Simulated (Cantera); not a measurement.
Input: 1 mol SiHCl₃, 0.14 mol NH₃, 87 mol N₂, held at 823 K and 150 Torr.

These are equilibrium values from Cantera (NASA tables, ideal gas, pure condensed phases), not measurements of a reactor. Candidate condensed phases: NH₄Cl, Si, Si₃N₄; 28 gas species. Kinetics and transport are ignored.

Base state: N₂ 0.980, HCl 0.0130, SiCl₄ 0.00523, H₂ 0.00153 (mole fractions); condensed: Si₃N₄(s).

Task: What changes in the equilibrium state with this change: temperature from 823 K to 2075 K?

Result: 
```
species         before     after
-------------  -------  --------
N₂               0.980     0.975
SiCl₂            <1e-9    0.0108
HCl             0.0130    0.0104
SiCl₄          0.00523   2.92e-6
Cl               <1e-9  0.000893
H                <1e-9  0.000304
SiCl             <1e-9  0.000116
Si₃N₄(s), mol    0.179         0
```
The tables' values for SiCl₃, SiCl are old estimates; treat these amounts as uncertain.

Task: What changes in the equilibrium state with this change: temperature from 823 K to 1298 K?

Result: 
| species | before | after |
|---|---|---|
| N₂ | 0.980 | 0.980 |
| HCl | 0.0130 | 0.0144 |
| SiCl₄ | 0.00523 | 0.00458 |
| H₂ | 0.00153 | 0.000825 |
| SiCl₂ | <1e-9 | 0.000120 |
| SiCl₃ | 4.63e-8 | 0.000303 |
| SiHCl₃ | 7.45e-7 | 1.19e-5 |
| Si₃N₄(s), mol | 0.179 | 0.185 |
The tables' values for SiCl₃ are old estimates; treat these amounts as uncertain.
